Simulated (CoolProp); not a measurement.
The numbers come from the reference Helmholtz-energy equation of state, Setzmann 1991 in CoolProp.

**Question.** For methane, give the phase and the cp (kJ/(kg K)), cv (kJ/(kg K)), Joule-Thomson coefficient (K/MPa), viscosity (µPa s) at -105.25 °C and 0.149 MPa; -105.25 °C and 0.63 MPa; -105.25 °C and 2.66 MPa.

**Answer.** 
- -105.25 °C and 0.149 MPa: gas; cp 2.12, cv 1.57, Joule-Thomson coefficient 12.8, viscosity 6.64
- -105.25 °C and 0.63 MPa: gas; cp 2.30, cv 1.61, Joule-Thomson coefficient 13.2, viscosity 6.66
- -105.25 °C and 2.66 MPa: liquid; cp 4.82, cv 1.90, Joule-Thomson coefficient 0.374, viscosity 42.1

Viscosity comes from a separate model (Quiñones-Cisneros 2006).
